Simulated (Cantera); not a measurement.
A Cantera script and its output.

```python
import numpy as np
import cantera as ct

gas = ct.Solution("gri30.yaml")
gas.TPX = 1823, 101325, {'CH4': 1, 'CO': 0.087, 'O2': 4.87, 'N2': 18.3}
reactor = ct.IdealGasConstPressureReactor(gas, energy="on", clone=False)
net = ct.ReactorNet([reactor])
net.rtol, net.atol = 1e-08, 1e-16
show = ['CH4', 'CO', 'O2', 'OH', 'C2H4', 'CH2O', 'NO']
times = np.geomspace(3e-06, 0.2, 16)

steps = ct.SolutionArray(gas, extra=["t"])
rows = []
print(f"{'t/s':>10s}{'T/K':>9s}{'P/Pa':>11s}" + "".join(f"{s:>11s}" for s in show))
for t in times:
    while net.time < t:
        t_next = net.step()
        steps.append(gas.state, t=t_next)
    rows.append([np.interp(t, steps.t, y) for y in (steps.T, steps.P, *steps(*show).X.T)])
    print(f"{t:10.3e}{rows[-1][0]:9.1f}{rows[-1][1]:11.4g}" + "".join(f"{x:11.3e}" for x in rows[-1][2:]))
rate = np.gradient(steps.T, steps.t)
print("integrator steps:", len(steps.t))
if steps.T.max() > steps.T[0] + 200:
    print(f"time of steepest temperature rise: {steps.t[rate.argmax()]:.4e} s")
gas.TPX = 1823, 101325, {'CH4': 1, 'CO': 0.087, 'O2': 4.87, 'N2': 18.3}
gas.equilibrate("HP")
print(f"equilibrium (HP): T = {gas.T:.1f} K  " + "  ".join(f"{s} {gas[s].X[0]:.3e}" for s in show))
```

It prints:

```
       t/s      T/K       P/Pa        CH4         CO         O2         OH       C2H4       CH2O         NO
 3.000e-06   1822.9  1.013e+05  4.120e-02  3.586e-03  2.008e-01  1.518e-06  1.069e-09  5.858e-07  1.428e-12
 6.291e-06   1822.8  1.013e+05  4.117e-02  3.586e-03  2.007e-01  2.065e-06  1.739e-08  3.130e-06  4.175e-12
 1.319e-05   1822.7  1.013e+05  4.109e-02  3.586e-03  2.007e-01  3.486e-06  2.422e-07  1.658e-05  1.255e-11
 2.766e-05   1822.6  1.013e+05  4.078e-02  3.591e-03  2.006e-01  8.648e-06  3.661e-06  9.582e-05  4.665e-11
 5.801e-05   1827.4  1.013e+05  3.849e-02  3.872e-03  1.990e-01  5.620e-05  9.504e-05  7.588e-04  3.404e-10
 1.216e-04   2289.7  1.013e+05  5.918e-17  1.647e-02  1.120e-01  1.661e-02  2.349e-24  1.506e-11  2.738e-05
 2.551e-04   2441.0  1.013e+05  9.289e-19  9.553e-03  1.118e-01  1.539e-02  6.720e-28  7.125e-12  2.560e-04
 5.349e-04   2530.3  1.013e+05  7.136e-19  6.332e-03  1.126e-01  1.303e-02  1.798e-28  4.192e-12  7.870e-04
 1.122e-03   2547.9  1.013e+05  6.736e-19  5.527e-03  1.123e-01  1.230e-02  1.259e-28  3.672e-12  1.807e-03
 2.352e-03   2545.6  1.013e+05  6.585e-19  5.460e-03  1.114e-01  1.216e-02  1.200e-28  3.602e-12  3.760e-03
 4.932e-03   2540.8  1.013e+05  6.338e-19  5.376e-03  1.098e-01  1.196e-02  1.118e-28  3.500e-12  7.160e-03
 1.034e-02   2534.2  1.013e+05  6.010e-19  5.262e-03  1.077e-01  1.168e-02  1.013e-28  3.364e-12  1.176e-02
 2.169e-02   2528.9  1.013e+05  5.753e-19  5.172e-03  1.059e-01  1.145e-02  9.333e-29  3.258e-12  1.545e-02
 4.548e-02   2527.3  1.013e+05  5.677e-19  5.145e-03  1.054e-01  1.139e-02  9.104e-29  3.226e-12  1.655e-02
 9.538e-02   2527.3  1.013e+05  5.673e-19  5.143e-03  1.054e-01  1.138e-02  9.092e-29  3.225e-12  1.661e-02
 2.000e-01   2527.3  1.013e+05  5.673e-19  5.143e-03  1.054e-01  1.138e-02  9.092e-29  3.225e-12  1.661e-02
integrator steps: 1612
time of steepest temperature rise: 9.4761e-05 s
equilibrium (HP): T = 2527.3 K  CH4 8.465e-19  CO 5.143e-03  O2 1.054e-01  OH 1.138e-02  C2H4 1.152e-28  CH2O 3.225e-12  NO 1.661e-02
```

Model: GRI-Mech 3.0 (53 species, 325 reactions), integrated in Cantera.
